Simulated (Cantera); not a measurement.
Input: 1 mol Si, 2.3 mol Cl2, 15 mol H2, 0.75 mol HCl, held at 1425 K and 0.100 bar.

These are equilibrium values from Cantera (NASA tables, ideal gas, pure condensed phases), not measurements of a reactor. Candidate condensed phases: Si; 19 gas species. The tables' values for SiCl3 are old estimates; treat these amounts as uncertain. The numbers say what is thermodynamically allowed, not how fast it happens.

Base state: H2 0.783, HCl 0.161, SiCl2 0.0363, SiCl3 0.00863, SiCl4 0.00808, SiHCl3 0.00308, SiH2Cl2 0.000179, H 1.91e-5 (mole fractions); condensed: gas only.

**Question.** What changes in the equilibrium state with this change: pressure from 0.100 bar to 0.160 bar?

**Answer.** 
| species | before | after |
|---|---|---|
| H2 | 0.783 | 0.789 |
| HCl | 0.161 | 0.155 |
| SiCl2 | 0.0363 | 0.0322 |
| SiCl4 | 0.00808 | 0.0105 |
| SiH2Cl2 | 0.000179 | 0.000256 |
| SiHCl3 | 0.00308 | 0.00421 |
| H | 1.91e-5 | 1.51e-5 |
| SiCl3 | 0.00863 | 0.00929 |
